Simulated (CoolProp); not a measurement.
Saturation properties of n-heptane (Tc = 541.2 K, pc = 2.774 MPa, ω = 0.349).

Values from CoolProp's reference Helmholtz-energy equation of state, Span 2003. It is a short technical equation, of lower accuracy than the large ones.

```tsv
T (K)	p (MPa)	liquid viscosity (µPa s)	liquid conductivity (mW/(m K))
316.3	0.01415	323	117
330.4	?	282	113
344.4	0.04234	249	109
358.4	0.06774	220	105
372.4	0.1039	196	?
386.4	?	175	97.3
400.5	0.2210	?	93.7
414.5	0.3080	?	?
428.5	0.4189	127	86.9
442.5	0.5578	114	83.6
456.6	0.7301	?	80.3
470.6	0.9381	90.5	77.1
484.6	1.188	80.2	?
```

Q: Fill in the missing entries.

A: 
- 330.4, p (MPa): 0.02522
- 372.4, liquid conductivity (mW/(m K)): 101
- 386.4, p (MPa): 0.1538
- 400.5, liquid viscosity (µPa s): 157
- 414.5, liquid viscosity (µPa s): 141
- 414.5, liquid conductivity (mW/(m K)): 90.3
- 456.6, liquid viscosity (µPa s): 102
- 484.6, liquid conductivity (mW/(m K)): 73.9

It boils at 371.5 K under 1 atm.

Viscosity comes from a separate model (Michailidou 2014). Thermal conductivity comes from a separate model (Assael 2013).
